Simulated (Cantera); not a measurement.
Charge: 1 mol B2O3, 9.7 mol H2, 0.8 mol N2, equilibrated at 0.0220 bar.

These are equilibrium values from Cantera (NASA tables, ideal gas, pure condensed phases), not measurements of a reactor. Candidate condensed phases: B, BN, B2O3, B3O3H3, H2O; 39 gas species. N2 is the only nitrogen source here; it is nearly inert below about 1500 K, so the nitride shown seldom forms there in practice. Mutual solubility and eutectic melting of coexisting phases are not modelled. Kinetics and transport are ignored.

Task: At 1148 K, list the 4 most abundant gas species with their mole fractions, and the condensed phases.

Result: H2 0.923, N2 0.0759, H2O 0.000999, HBO2 8.15e-5. Condensed: BN(s) + B2O3(l).
